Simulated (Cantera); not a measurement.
A diamond (100) surface in a fixed gas of H2 with x(CH4) = 0.0035, x(CH3) = 0.00011, at 1275 K, 13000 Pa; coverages are run to steady state.

Cantera simulation using the Harris–Goodwin 1993 mechanism for the reconstructed diamond (100) surface; the numbers are that mechanism's predictions, not measurements.

θ: site fractions in the mechanism's names (c6HH fully hydrogenated, c6H* and c6*H radical sites, c6** diradical, c6HM methylated).

```csv
x(H),growth (µm/h),θ c6HH,θ c6H*,θ c6*H,θ c6**,θ c6HM
0.0001,[?],0.649,0.0284,0.316,0.00425,0.000462
0.00023,[?],0.539,0.0368,0.410,0.0104,0.000652
0.00055,[?],0.464,0.0422,0.471,0.0201,0.000833
0.0013,[?],0.424,0.0448,0.499,0.0297,0.000947
0.003,[?],0.404,0.0459,0.511,0.0363,0.000957
0.0069,[?],0.396,0.0465,0.516,0.0401,0.000851
0.016,[?],0.392,0.0469,0.518,0.0421,0.000643
0.038,[?],0.390,0.0476,0.518,0.0431,0.000399
0.088,[?],0.389,0.0490,0.517,0.0439,0.000215
```

Some entries are withheld; supply them.


- 0.0001, growth (µm/h): 0.166
- 0.00023, growth (µm/h): 0.500
- 0.00055, growth (µm/h): 1.16
- 0.0013, growth (µm/h): 2.19
- 0.003, growth (µm/h): 3.75
- 0.0069, growth (µm/h): 6.21
- 0.016, growth (µm/h): 9.66
- 0.038, growth (µm/h): 13.4
- 0.088, growth (µm/h): 16.3
